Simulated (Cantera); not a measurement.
**B2O3 + H2O + H2 (boron, boron nitride and boron oxide)**

A closed system holds: 1 mol B2O3, 0.96 mol H2O, 1.4 mol H2, held at 25.0 Pa.

Method: chemical equilibrium by Gibbs-energy minimisation in Cantera with the NASA 1993 tables (ideal gas, pure condensed phases). Candidate condensed phases: B, B2O3, B3O3H3, H2O; 23 gas species. The numbers say what is thermodynamically allowed, not how fast it happens.

```tsv
T (K)	log p H2	log p HBO2	log p H2O	log p B2O3	log p H	log p BO	log p BO2	log p HBO
1775	-4.00	-4.02	-4.62	-4.59	-5.54	-6.32	-6.69	-6.04
1800	-4.00	-4.03	-4.61	-4.58	-5.45	-6.21	-6.57	-6.01
1825	-4.00	-4.03	-4.60	-4.58	-5.36	-6.10	-6.46	-5.98
1850	-4.01	-4.04	-4.59	-4.58	-5.27	-5.99	-6.35	-5.95
1875	-4.01	-4.04	-4.59	-4.58	-5.19	-5.89	-6.25	-5.93
1900	-4.02	-4.05	-4.58	-4.58	-5.11	-5.79	-6.15	-5.90
1925	-4.02	-4.06	-4.57	-4.58	-5.03	-5.69	-6.05	-5.88
1950	-4.03	-4.06	-4.57	-4.58	-4.96	-5.60	-5.95	-5.86
1975	-4.04	-4.07	-4.56	-4.58	-4.88	-5.52	-5.85	-5.84
2000	-4.05	-4.08	-4.55	-4.59	-4.81	-5.43	-5.76	-5.83
2025	-4.06	-4.09	-4.55	-4.59	-4.74	-5.35	-5.67	-5.81
2050	-4.07	-4.10	-4.54	-4.60	-4.68	-5.27	-5.59	-5.81
```
log p: log10 of the partial pressure in bar; nothing condenses.

From 1775 K to 2050 K nothing is condensed. The main B-bearing gas is HBO2 throughout.
